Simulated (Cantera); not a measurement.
Input: 1 mol Fe, 0.029 mol HCl, 7.3 mol H₂, equilibrated at 1.00 bar.

Method: chemical equilibrium by Gibbs-energy minimisation in Cantera with the NASA 1993 tables (ideal gas, pure condensed phases). Candidate condensed phases: Fe, FeCl₂, FeCl₃; 11 gas species. Kinetics and transport are ignored.

Task: Which condensed phases are stable at each of these points (T (°C)): 827, 902, 977, 1052, 1127, 1202, 1277?

Result: 
| T (°C) | condensed phases | Fe condensed (%) |
|---|---|---|
| 827 | Fe(α) | 100.0 |
| 902 | Fe(α) | 100.0 |
| 977 | Fe(γ) | 100.0 |
| 1052 | Fe(γ) | 100.0 |
| 1127 | Fe(γ) | 100.0 |
| 1202 | Fe(γ) | 100.0 |
| 1277 | Fe(γ) | 100.0 |

From 827 °C to 902 °C the condensed part is Fe(α). From 977 °C to 1277 °C the condensed part is Fe(γ).
